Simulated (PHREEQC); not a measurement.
Consider water at 25 °C with 0.14 mol HCl and 0.012 mol FeSO4 per kg of water. Closed to the air; pH follows from the charge balance.

Model: ion-association model, wateq4f.dat, run in PHREEQC.

The pH is 0.98 and the ionic strength comes out as 0.165 mol/kgw. The total alkalinity comes out as -140 meq/kg.

```json
[
 {"species": "Cl-", "molality": "0.139", "activity": "0.101", "log γ": "-0.139"},
 {"species": "H+", "molality": "0.131", "activity": "0.105", "log γ": "-0.094"},
 {"species": "Fe+2", "molality": "0.0105", "activity": "0.00364", "log γ": "-0.460"},
 {"species": "HSO4-", "molality": "0.00909", "activity": "0.00675", "log γ": "-0.130"},
 {"species": "SO4-2", "molality": "0.00211", "activity": "0.000660", "log γ": "-0.504"},
 {"species": "FeCl+", "molality": "0.000678", "activity": "0.000509", "log γ": "-0.124"},
 {"species": "FeSO4", "molality": "0.000412", "activity": "0.000428", "log γ": "0.017"}
]
```

This is a speciation only: nothing precipitates in the calculation.
